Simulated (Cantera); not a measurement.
SiCl4 + C2H4 + H2 (silicon carbide growth)

Feed: 1 mol SiCl4, 0.034 mol C2H4, a varied amount of H2, held at 2400 K and 1.00 bar.

These are equilibrium values from Cantera (NASA tables, ideal gas, pure condensed phases), not measurements of a reactor. Candidate condensed phases: C, C6H6, C7H8, C8H18, Si, SiC; 109 gas species. Mutual solubility and eutectic melting of coexisting phases are not modelled. The tables' values for SiCl, SiCl3 are old estimates; treat these amounts as uncertain. Gases not in the tables: Si2H6 and higher silanes. Rates play no part.

From 16 mol H2 to 76 mol H2 the condensed part is Si(l) + SiC(s). From 93 mol H2 to 110 mol H2 the condensed part is Si(l). The main Si-bearing gas is SiCl2 at 16 mol H2 and Si at 110 mol H2. The share of Si in condensed phases is highest at 51 mol H2 (39.4 %) and lowest at 16 mol H2 (18.9 %).

| n(H2) (mol) | x H2 | x HCl | x SiCl2 | x H | x Si | x SiCl | n Si(l) | n SiC(s) |
|---|---|---|---|---|---|---|---|---|
| 16 | 0.802 | 0.138 | 0.0380 | 0.0142 | 0.00218 | 0.00199 | 0.134 | 0.0554 |
| 19 | 0.824 | 0.124 | 0.0298 | 0.0144 | 0.00218 | 0.00176 | 0.182 | 0.0530 |
| 23 | 0.847 | 0.109 | 0.0225 | 0.0146 | 0.00218 | 0.00153 | 0.232 | 0.0498 |
| 28 | 0.867 | 0.0952 | 0.0167 | 0.0148 | 0.00218 | 0.00132 | 0.278 | 0.0459 |
| 35 | 0.886 | 0.0808 | 0.0118 | 0.0150 | 0.00218 | 0.00111 | 0.321 | 0.0403 |
| 42 | 0.900 | 0.0702 | 0.00878 | 0.0151 | 0.00218 | 0.000957 | 0.347 | 0.0348 |
| 51 | 0.913 | 0.0602 | 0.00636 | 0.0152 | 0.00218 | 0.000815 | 0.367 | 0.0276 |
| 63 | 0.924 | 0.0506 | 0.00444 | 0.0153 | 0.00218 | 0.000681 | 0.375 | 0.0180 |
| 76 | 0.933 | 0.0432 | 0.00320 | 0.0154 | 0.00218 | 0.000578 | 0.369 | 0.00766 |
| 93 | 0.941 | 0.0362 | 0.00223 | 0.0154 | 0.00218 | 0.000483 | 0.345 | 0 |
| 110 | 0.947 | 0.0312 | 0.00165 | 0.0155 | 0.00218 | 0.000415 | 0.307 | 0 |
x: gas mole fraction; n: condensed amount in mol.
